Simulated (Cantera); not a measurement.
Cantera run:

```python
import numpy as np
import cantera as ct

gas_names = """
    B BCL BCLF BCL2 BCL3 BF BF2 BF3 BH BHF2 BH2 BH3 BN B2 CL CLF CLF3 CL2 F F2 H HCL HF H2 H2F2 H3F3
    H4F4 H5F5 H6F6 H7F7 N NF NF2 NF3 NH NH2 NH3 N2 N2H2 N2H4
""".split()
cond_names = """
    B(b) B(L) BN(s) NH4CL(a) NH4CL(b)
""".split()


# ... load() reads the species with a 1 bar reference pressure and builds the phases ...
atoms = {
    'BN': {'B': 1, 'N': 1},
    'F2': {'F': 2},
    'N2': {'N': 2},
    'HCl': {'H': 1, 'CL': 1},
}
top_T = {'BN(s)': 3200}  # K; cautious upper limits of use, not melting points


# ... equilibrate(T, P, feed) seeds the gas with the atoms and calls Mixture.equilibrate('TP', solver="vcs", rtol=1e-11, max_steps=5000) ...
results = []
feed = {'BN': 1, 'F2': 1.3, 'N2': 8.7, 'HCl': 62}  # mol
P = 3800  # Pa
for T in [950, 1050, 1150, 1250, 1350, 1450, 1550, 1650, 1750, 1850, 1950]:
    mix = equilibrate(T, P, feed)
    results.append((T, P, feed, dict(zip(mix.species_names, mix.species_moles))))

top = {s: max(r[3][s] / sum(r[3][g] for g in gas_names) for r in results) for s in gas_names}
cols = sorted((s for s in top if top[s] > 1e-06), key=lambda s: -top[s])[:8]
seen = [c for c in cond_names if any(r[3].get(c, 0) > 1e-12 for r in results)]
print("log10 of partial pressures in bar; condensed amounts in mol")
print(f"{'T/K':>10s}" + "".join(f"{s[:9]:>10s}" for s in cols + seen))
for T, P, feed, n in results:
    ng = sum(n[g] for g in gas_names)
    print(f"{T:10.4g}" + "".join(f"{np.log10(max(n[s] / ng * P / 1e5, 1e-99)):10.3f}" for s in cols)
          + "".join(f"{n.get(c, 0):10.4g}" for c in seen))
```

Result:

```
log10 of partial pressures in bar; condensed amounts in mol
       T/K       HCL        N2        CL        HF        H2       BF3      BCL3       BF2
       950    -1.488    -2.314    -8.776    -4.735    -3.977    -3.346    -4.116   -10.322
      1050    -1.488    -2.314    -7.631    -4.408    -3.977    -3.352    -4.079    -9.235
      1150    -1.489    -2.314    -6.683    -4.147    -3.976    -3.363    -4.026    -8.336
      1250    -1.490    -2.314    -5.886    -3.936    -3.974    -3.378    -3.963    -7.579
      1350    -1.490    -2.314    -5.210    -3.765    -3.964    -3.398    -3.894    -6.931
      1450    -1.492    -2.314    -4.639    -3.623    -3.932    -3.423    -3.826    -6.365
      1550    -1.493    -2.314    -4.165    -3.506    -3.857    -3.454    -3.761    -5.852
      1650    -1.496    -2.315    -3.779    -3.408    -3.730    -3.491    -3.704    -5.378
      1750    -1.501    -2.316    -3.462    -3.326    -3.571    -3.539    -3.659    -4.946
      1850    -1.508    -2.318    -3.195    -3.258    -3.402    -3.606    -3.637    -4.567
      1950    -1.517    -2.321    -2.963    -3.202    -3.240    -3.710    -3.657    -4.262
```

Method: chemical equilibrium by Gibbs-energy minimisation in Cantera with the NASA 1993 tables (ideal gas, pure condensed phases). The tables' values for BF2, BCl2, BClF, BCl are old estimates; treat these amounts as uncertain. Gases not in the tables: BHCl2.
